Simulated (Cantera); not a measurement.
A closed system holds: 1 mol Si₂H₆, 0.54 mol Cl₂, 22 mol N₂, equilibrated at 1198.15 K and 1.00 Torr.

Equilibrium computed with Cantera from the NASA thermochemical tables; the gas is ideal and each condensed phase is pure. Candidate condensed phases: NH₄Cl, Si, Si₃N₄; 28 gas species. The feed counts by its element totals alone. N₂ is the only nitrogen source here; it is nearly inert below about 1500 K, so the nitride shown seldom forms there in practice. Equilibrium is a limit: real reactors are often held back by kinetics, nucleation or transport.

Base state: N₂ 0.854, H₂ 0.102, HCl 0.0445, SiCl₂ 3.78e-5 (mole fractions); condensed: Si₃N₄(s).

### Question
What changes in the equilibrium state with this change: temperature from 1198.15 K to 1498.15 K?

### Answer
```
species         before     after
-------------  -------  --------
N₂               0.854     0.854
H₂               0.102     0.106
HCl             0.0445    0.0354
SiCl₂          3.78e-5   0.00445
H              1.66e-6  0.000153
Cl             6.32e-7   4.14e-5
SiCl₃          5.58e-6   4.46e-5
Si₃N₄(s), mol    0.666     0.630
```
The tables' values for SiCl₃ are old estimates; treat these amounts as uncertain.
